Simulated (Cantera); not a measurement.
Feed: 1 mol Si₂Cl₆, 43 mol NH₃, held at 25.0 Pa.

These are equilibrium values from Cantera (NASA tables, ideal gas, pure condensed phases), not measurements of a reactor. Candidate condensed phases: NH₄Cl, Si, Si₃N₄; 28 gas species. The feed counts by its element totals alone. Gases not in the tables: Si₂H₆ and higher silanes. Kinetics and transport are ignored.

Task: Which condensed phases are stable at each of these points (T (°C)): 525, 625, 725, 825, 925, 1025, 1125, 1225, 1325, 1425, 1525, 1625, 1725?

Result: 
| T (°C) | condensed phases | Si condensed (%) |
|---|---|---|
| 525 | Si₃N₄(s) | 100.0 |
| 625 | Si₃N₄(s) | 100.0 |
| 725 | Si₃N₄(s) | 100.0 |
| 825 | Si₃N₄(s) | 100.0 |
| 925 | Si₃N₄(s) | 99.6 |
| 1025 | Si₃N₄(s) | 96.9 |
| 1125 | Si₃N₄(s) | 85.4 |
| 1225 | Si₃N₄(s) | 58.6 |
| 1325 | Si(s) | 51.0 |
| 1425 | Si(l) | 38.6 |
| 1525 | gas only | 0.0 |
| 1625 | gas only | 0.0 |
| 1725 | gas only | 0.0 |

From 525 °C to 1225 °C the condensed part is Si₃N₄(s). At 1325 °C the condensed part is Si(s). At 1425 °C the condensed part is Si(l). From 1525 °C to 1725 °C nothing is condensed.
